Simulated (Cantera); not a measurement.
A perfectly stirred reactor is fed with 8.17 % H2, 91.8 % O2, equivalence ratio 0.044, at 0.00140 bar; it is held at 1073 K, and followed from long to short residence time.

Model: the H2/O2 subset of GRI-Mech 3.0, which has no nitrogen chemistry, integrated in Cantera. Radical loss at walls, strong at low pressure, is not modelled. The temperature is held fixed by assumption; the heat of reaction is taken as removed at once.

x: mole fraction; the columns are a selection and need not sum to one.

| τ (s) | x H2 | x O2 | x O | x H | x H2O |
|---|---|---|---|---|---|
| 21 | 0.000337 | 0.909 | 0.00526 | 0.00101 | 0.0834 |
| 8.6 | 0.000572 | 0.904 | 0.00902 | 0.00229 | 0.0821 |
| 3.6 | 0.000927 | 0.898 | 0.0146 | 0.00476 | 0.0799 |
| 1.5 | 0.00143 | 0.889 | 0.0218 | 0.00886 | 0.0765 |
| 0.61 | 0.00214 | 0.879 | 0.0292 | 0.0142 | 0.0722 |
| 0.25 | 0.00319 | 0.873 | 0.0336 | 0.0190 | 0.0680 |
| 0.11 | … | 0.871 | 0.0341 | … | 0.0640 |
| 0.044 | … | 0.873 | … | 0.0242 | … |
| 0.018 | 0.0170 | 0.878 | 0.0255 | 0.0236 | 0.0504 |
| 0.0075 | 0.0323 | 0.888 | 0.0182 | 0.0189 | 0.0374 |

Problem. What belongs in the gaps?

Solution. 
- 0.11, x H2: 0.00495
- 0.11, x H: 0.0222
- 0.044, x H2: 0.00895
- 0.044, x O: 0.0311
- 0.044, x H2O: 0.0585
